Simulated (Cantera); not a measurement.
Feed: 1 mol MgO, 0.022 mol N2, at 0.280 bar.

Method: chemical equilibrium by Gibbs-energy minimisation in Cantera with the NASA 1993 tables (ideal gas, pure condensed phases). Candidate condensed phases: Mg, MgO; 13 gas species. Equilibrium is a limit: real reactors are often held back by kinetics, nucleation or transport.

Problem. At 2275 K, list the 4 most abundant gas species with their mole fractions, and the condensed phases.

Solution. N2 0.999, Mg 0.000605, NO 0.000347, O2 9.02e-5. Condensed: MgO(s).
